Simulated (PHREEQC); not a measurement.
H2SO4 is added in steps, without added water, to 1 kg of water holding 0.01 mol/kgw HCl, 0.0058 mol/kgw Al2(SO4)3 and 0.0022 mol/kgw Na2SO4, at 20 °C. Oxygen is held at 0.21 atm. The system is closed to CO2. Only these solids could form: Al(OH)3(a), Basaluminite, Halite, Mirabilite.

Base run: PHREEQC, ion-association model, wateq4f.dat. Each further column changes one thing. The table gives HSO4- (mol/kgw).

```json
[
 {"H2SO4 added (mol)": "0", "base": "0.00240", "temperature from 20 to 45 °C": "0.00322", "diluted 5-fold with water": "…", "0.0051 mol/kgw KCl added": "0.00236", "no solid may form": "0.00240"},
 {"H2SO4 added (mol)": "0.003", "base": "0.00415", "temperature from 20 to 45 °C": "…", "diluted 5-fold with water": "0.00134", "0.0051 mol/kgw KCl added": "0.00409", "no solid may form": "0.00415"},
 {"H2SO4 added (mol)": "0.0045", "base": "0.00508", "temperature from 20 to 45 °C": "0.00657", "diluted 5-fold with water": "0.00207", "0.0051 mol/kgw KCl added": "0.00502", "no solid may form": "0.00508"},
 {"H2SO4 added (mol)": "0.0075", "base": "0.00705", "temperature from 20 to 45 °C": "…", "diluted 5-fold with water": "…", "0.0051 mol/kgw KCl added": "0.00697", "no solid may form": "0.00705"},
 {"H2SO4 added (mol)": "0.009", "base": "0.00808", "temperature from 20 to 45 °C": "0.0101", "diluted 5-fold with water": "…", "0.0051 mol/kgw KCl added": "0.00798", "no solid may form": "0.00808"},
 {"H2SO4 added (mol)": "0.012", "base": "0.0102", "temperature from 20 to 45 °C": "…", "diluted 5-fold with water": "0.00660", "0.0051 mol/kgw KCl added": "0.0101", "no solid may form": "0.0102"},
 {"H2SO4 added (mol)": "0.015", "base": "0.0124", "temperature from 20 to 45 °C": "0.0151", "diluted 5-fold with water": "0.00866", "0.0051 mol/kgw KCl added": "0.0123", "no solid may form": "0.0124"},
 {"H2SO4 added (mol)": "0.0165", "base": "0.0135", "temperature from 20 to 45 °C": "…", "diluted 5-fold with water": "0.00972", "0.0051 mol/kgw KCl added": "0.0134", "no solid may form": "0.0135"},
 {"H2SO4 added (mol)": "0.0195", "base": "0.0158", "temperature from 20 to 45 °C": "0.0190", "diluted 5-fold with water": "0.0119", "0.0051 mol/kgw KCl added": "0.0156", "no solid may form": "0.0158"},
 {"H2SO4 added (mol)": "0.021", "base": "0.0169", "temperature from 20 to 45 °C": "0.0203", "diluted 5-fold with water": "0.0130", "0.0051 mol/kgw KCl added": "0.0168", "no solid may form": "0.0169"},
 {"H2SO4 added (mol)": "0.024", "base": "0.0193", "temperature from 20 to 45 °C": "0.0229", "diluted 5-fold with water": "0.0153", "0.0051 mol/kgw KCl added": "0.0191", "no solid may form": "0.0193"}
]
```

What belongs in the gaps?


- 0, diluted 5-fold with water: 0.000217
- 0.003, temperature from 20 to 45 °C: 0.00542
- 0.0075, temperature from 20 to 45 °C: 0.00893
- 0.0075, diluted 5-fold with water: 0.00375
- 0.009, diluted 5-fold with water: 0.00466
- 0.012, temperature from 20 to 45 °C: 0.0126
- 0.0165, temperature from 20 to 45 °C: 0.0164

 Constants without temperature data keep their 25 °C values here. Solids allowed in the column '0.0051 mol/kgw KCl added': Al(OH)3(a), Basaluminite, Halite, Mirabilite, AlumK.
